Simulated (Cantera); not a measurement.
An isothermal, constant-pressure homogeneous reactor starts with 18.8 % H2, 9.90 % O2, 71.3 % N2, equivalence ratio 0.95, at 1248 K and 13300 Pa.

Cantera simulation using the H2/O2 subset of GRI-Mech 3.0, which has no nitrogen chemistry; the numbers are that mechanism's predictions, not measurements. The temperature is held fixed by assumption; the heat of reaction is taken as removed at once.

x: mole fraction; the columns are a selection and need not sum to one.

| t (s) | x H2 | x O2 | x O | x H2O | x OH | x H2O2 | x H |
|---|---|---|---|---|---|---|---|
| 0.000300 | 0.183 | 0.0971 | 0.000378 | 0.00323 | 0.000222 | … | 0.00277 |
| 0.000842 | 0.0251 | 0.0278 | 0.00967 | 0.135 | 0.00379 | … | 0.0635 |
| 0.00236 | 0.0175 | 0.0176 | 0.00346 | 0.171 | 0.00251 | 5.40e-7 | 0.0238 |
| 0.00662 | 0.00870 | 0.0104 | 0.000907 | 0.193 | 0.00135 | 5.19e-7 | 0.00574 |
| 0.0186 | 0.00320 | 0.00703 | 0.000213 | 0.203 | 0.000665 | … | 0.000996 |
| 0.0521 | 0.000841 | 0.00581 | 4.48e-5 | 0.206 | 0.000306 | … | 0.000118 |
| 0.146 | 0.000158 | 0.00551 | 7.81e-6 | 0.207 | 0.000128 | … | 9.29e-6 |
| 0.410 | 2.61e-5 | 0.00546 | 1.30e-6 | 0.208 | 5.26e-5 | … | 6.32e-7 |
| 1.15 | 4.99e-6 | 0.00546 | 2.57e-7 | 0.208 | 2.34e-5 | … | 5.42e-8 |
| 3.23 | 1.24e-6 | 0.00546 | 6.56e-8 | 0.208 | 1.18e-5 | 9.27e-10 | 6.83e-9 |
| 9.06 | 4.26e-7 | 0.00546 | 2.28e-8 | 0.208 | 6.98e-6 | 3.34e-10 | 1.40e-9 |
| 25.4 | 2.66e-7 | 0.00546 | 1.41e-8 | 0.208 | 5.49e-6 | 2.10e-10 | 6.89e-10 |
| 71.3 | 2.57e-7 | 0.00546 | 1.36e-8 | 0.208 | 5.39e-6 | 2.03e-10 | 6.53e-10 |
| 200 | 2.57e-7 | 0.00546 | 1.36e-8 | 0.208 | 5.39e-6 | 2.03e-10 | 6.53e-10 |

### Question
What belongs in the gaps?

### Answer

- 0.000300, x H2O2: 6.14e-8
- 0.000842, x H2O2: 4.67e-7
- 0.0186, x H2O2: 3.91e-7
- 0.0521, x H2O2: 1.98e-7
- 0.146, x H2O2: 6.23e-8
- 0.410, x H2O2: 1.46e-8
- 1.15, x H2O2: 3.38e-9
